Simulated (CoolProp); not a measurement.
Saturation properties of tetradecamethylhexasiloxane (MD4M).

Values from CoolProp's reference Helmholtz-energy equation of state, Thol 2019.

| T (K) | p (bar) | liquid density (kg/m³) | vapour density (kg/m³) | enthalpy of vaporisation (kJ/kg) | surface tension (mN/m) |
|---|---|---|---|---|---|
| 371.9 | 0.002846 | 814.9 | 0.04230 | 149.7 | 13.3 |
| 393.2 | 0.009252 | 793.8 | 0.1303 | 142.8 | 12.0 |
| 414.4 | 0.02535 | 772.3 | 0.3402 | 136.1 | 10.7 |
| 435.7 | 0.06082 | 750.3 | 0.7821 | 129.5 | 9.43 |
| 457 | 0.1303 | 727.6 | 1.616 | 122.8 | 8.22 |
| 478.3 | 0.2539 | 704.0 | 3.065 | 116.0 | 7.05 |
| 499.6 | 0.4578 | 679.4 | 5.426 | 108.9 | 5.93 |
| 520.8 | 0.7717 | 653.4 | 9.085 | 101.6 | 4.87 |
| 542.1 | 1.236 | 625.5 | 14.65 | 93.81 | 3.85 |
| 563.4 | 1.893 | 594.8 | 22.97 | 85.27 | 2.90 |
| 584.7 | 2.796 | 560.1 | 35.55 | 75.62 | 2.02 |

It boils at 532.8 K under 1 atm.

Surface tension comes from a separate correlation (Mulero 2014), older than this fluid's equation and unchecked against measurements.
